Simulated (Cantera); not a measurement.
Input: 1 mol AlN, 0.16 mol Cl₂, held at 1348.15 K and 75.0 Torr.

These are equilibrium values from Cantera (NASA tables, ideal gas, pure condensed phases), not measurements of a reactor. Candidate condensed phases: Al, AlCl₃, AlN; 11 gas species. The tables' values for AlCl₂ are old estimates; treat these amounts as uncertain. The numbers say what is thermodynamically allowed, not how fast it happens.

Base state: AlCl₃ 0.664, N₂ 0.333, AlCl₂ 0.00252, AlCl 0.000141, Al₂Cl₆ 0.000133 (mole fractions); condensed: AlN(s).

Q: What changes in the equilibrium state with this change: pressure from 75.0 Torr to 7.50 Torr?

A: 
```json
[
 {"species": "AlCl₃", "before": "0.664", "after": "0.657"},
 {"species": "N₂", "before": "0.333", "after": "0.333"},
 {"species": "AlCl₂", "before": "0.00252", "after": "0.00792"},
 {"species": "AlCl", "before": "0.000141", "after": "0.00140"},
 {"species": "Al₂Cl₆", "before": "0.000133", "after": "1.31e-5"},
 {"species": "AlN(s), mol", "before": "0.893", "after": "0.893"}
]
```

Q: What changes in the equilibrium state with this change: temperature from 1348.15 K to 850 K?

A: 
| species | before | after |
|---|---|---|
| AlCl₃ | 0.664 | 0.609 |
| N₂ | 0.333 | 0.348 |
| Al₂Cl₆ | 0.000133 | 0.0436 |
| AlCl | 0.000141 | <1e-9 |
| AlCl₂ | 0.00252 | 3.90e-8 |
| AlN(s), mol | 0.893 | 0.893 |
